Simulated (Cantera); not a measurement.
Adiabatic ignition

An adiabatic, constant-pressure homogeneous reactor starts with 29.4 % H₂, 16.2 % O₂, 42.1 % N₂, 12.4 % H₂O, equivalence ratio 0.91, at 1073 K and 10.0 bar.

Detailed kinetics in Cantera: the H2/O2 subset of GRI-Mech 3.0, which has no nitrogen chemistry. The hydrogen kinetics of GRI-Mech 3.0 are dated; newer H2 mechanisms differ, most at raised pressure.

| t (s) | T (K) | x H₂ | x O₂ | x H₂O | x O | x H | x H₂O₂ |
|---|---|---|---|---|---|---|---|
| 5.00e-6 | 1073 | 0.294 | 0.162 | 0.124 | 1.68e-11 | 1.16e-10 | 3.08e-10 |
| 1.30e-5 | 1073 | 0.294 | 0.162 | 0.124 | 1.84e-11 | 1.27e-10 | 2.06e-9 |
| 3.36e-5 | 1073 | 0.294 | 0.162 | 0.124 | 2.32e-11 | 1.60e-10 | 1.36e-8 |
| 8.71e-5 | 1073 | 0.294 | 0.162 | 0.124 | 3.98e-11 | 2.75e-10 | 8.88e-8 |
| 0.000226 | 1073 | 0.294 | 0.162 | 0.124 | 1.23e-10 | 8.52e-10 | 6.26e-7 |
| 0.000585 | 1073 | 0.294 | 0.161 | 0.124 | 1.10e-9 | 7.58e-9 | 8.65e-6 |
| 0.00152 | 1084 | 0.293 | 0.161 | 0.125 | 3.08e-8 | 2.10e-7 | 0.000289 |
| 0.00393 | 2803 | 0.0214 | 0.0213 | 0.445 | 0.00255 | 0.00386 | 2.59e-6 |
| 0.0102 | 2803 | 0.0214 | 0.0213 | 0.445 | 0.00255 | 0.00386 | 2.59e-6 |
| 0.0264 | 2803 | 0.0214 | 0.0213 | 0.445 | 0.00255 | 0.00386 | 2.59e-6 |
| 0.0684 | 2803 | 0.0214 | 0.0213 | 0.445 | 0.00255 | 0.00386 | 2.59e-6 |
| 0.177 | 2803 | 0.0214 | 0.0213 | 0.445 | 0.00255 | 0.00386 | 2.59e-6 |
| 0.459 | 2803 | 0.0214 | 0.0213 | 0.445 | 0.00255 | 0.00386 | 2.59e-6 |
| 1.19 | 2803 | 0.0214 | 0.0213 | 0.445 | 0.00255 | 0.00386 | 2.59e-6 |
| 3.09 | 2803 | 0.0214 | 0.0213 | 0.445 | 0.00255 | 0.00386 | 2.59e-6 |
| 8.00 | 2803 | 0.0214 | 0.0213 | 0.445 | 0.00255 | 0.00386 | 2.59e-6 |
x: mole fraction; the columns are a selection and need not sum to one.

| Property | Result |
|---|---|
| time of steepest temperature rise | 2.10 ms |
| temperature at 8.00 s | 2803 K |
| equilibrium temperature | 2803 K |
| x(H₂) at 8.00 s | 0.0214 (gas-phase equilibrium 0.0214) |
| x(O₂) at 8.00 s | 0.0213 (gas-phase equilibrium 0.0213) |
| x(H₂O) at 8.00 s | 0.445 (gas-phase equilibrium 0.445) |
